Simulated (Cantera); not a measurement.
An isothermal, constant-pressure homogeneous reactor starts with NH₃ : N₂ = 1 : 0.18 (molar parts), at 1525 K and 1.00 bar. Integrator tolerance rtol = 1e-08.

Detailed kinetics in Cantera: the gas-phase N/H chemistry of the illustrative SiF4/NH3 mechanism in the Surface Chemkin manual (1991). Walls and surfaces, which speed up NH3 decomposition in real reactors, are not modelled.

Question: What does this change do: temperature 1525 to 1925 K?

Answer: 
```json
[
 {"quantity": "x(NH₃) at 20.0 s", "before": "0.411 (gas-phase equilibrium 1.81e-5)", "after": "0.000118 (gas-phase equilibrium 7.25e-6)"},
 {"quantity": "x(N₂) at 20.0 s", "before": "0.235 (gas-phase equilibrium 0.312)", "after": "0.312 (gas-phase equilibrium 0.312)"},
 {"quantity": "x(NH₂) at 20.0 s", "before": "2.59e-5 (gas-phase equilibrium 1.17e-9)", "after": "3.89e-7 (gas-phase equilibrium 2.38e-8)"},
 {"quantity": "x(N₂H₂) at 20.0 s", "before": "7.36e-8 (gas-phase equilibrium <1e-12)", "after": "2.08e-12 (gas-phase equilibrium <1e-12)"},
 {"quantity": "x(NH) at 20.0 s", "before": "6.42e-8 (gas-phase equilibrium 3.03e-12)", "after": "1.72e-8 (gas-phase equilibrium 1.05e-9)"},
 {"quantity": "x(H₂) at 20.0 s", "before": "0.354 (gas-phase equilibrium 0.688)", "after": "0.687 (gas-phase equilibrium 0.687)"}
]
```
